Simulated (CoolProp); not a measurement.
Properties of fluoroethane (R161) along the isobar 0.629 MPa.

The numbers come from the reference Helmholtz-energy equation of state, Wu 2012 in CoolProp.

```
T (°C)  phase  density (kg/m³)  cp (kJ/(kg K))  cv (kJ/(kg K))  Joule-Thomson coefficient (K/MPa)
------  -----  ---------------  --------------  --------------  ---------------------------------
64.25     gas            11.54           1.463           1.225                              15.22
73.65     gas            11.16           1.480           1.250                              13.83
83.05     gas            10.80           1.498           1.275                              12.61
92.45     gas            10.47           1.518           1.299                              11.55
101.75    gas            10.16           1.538           1.324                              10.62
111.15    gas            9.876           1.559           1.349                              9.787
120.55    gas            9.607           1.581           1.374                              9.052
129.95    gas            9.354           1.603           1.399                              8.399
139.35    gas            9.115           1.625           1.424                              7.818
148.75    gas            8.890           1.648           1.449                              7.299
158.05    gas            8.679           1.670           1.473                              6.838
167.45    gas            8.476           1.693           1.498                              6.418
176.85    gas            8.283           1.716           1.522                              6.039
```
